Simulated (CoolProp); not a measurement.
n-dodecane along the isobar 2060 kPa: Z from the reference equation and from simpler models built on Tc = 658.1 K, pc = 1818 kPa, ω = 0.574; each cubic takes its own stable root.

The numbers come from the reference Helmholtz-energy equation of state, Lemmon 2004 in CoolProp. It is a short technical equation, of lower accuracy than the large ones.

| T (K) | phase | reference | van der Waals | Redlich-Kwong | Soave-Redlich-Kwong |
|---|---|---|---|---|---|
| 407.5 | liquid | 0.1554 | 0.2933 | 0.2020 | 0.1893 |
| 430.4 | liquid | 0.1512 | 0.2839 | 0.1965 | [?] |
| 453.4 | liquid | 0.1477 | 0.2759 | 0.1923 | 0.1786 |
| 476.4 | liquid | 0.1450 | 0.2694 | 0.1892 | 0.1750 |
| 499.4 | liquid | 0.1431 | [?] | 0.1872 | 0.1727 |
| 522.3 | liquid | 0.1420 | 0.2607 | 0.1866 | 0.1716 |
| 545.3 | liquid | 0.1419 | [?] | 0.1873 | 0.1721 |
| 568.3 | liquid | 0.1429 | 0.2583 | 0.1899 | 0.1745 |

Problem. Fill in the missing entries.

Solution. 
- 430.4, Soave-Redlich-Kwong: 0.1834
- 499.4, van der Waals: 0.2643
- 545.3, van der Waals: 0.2586
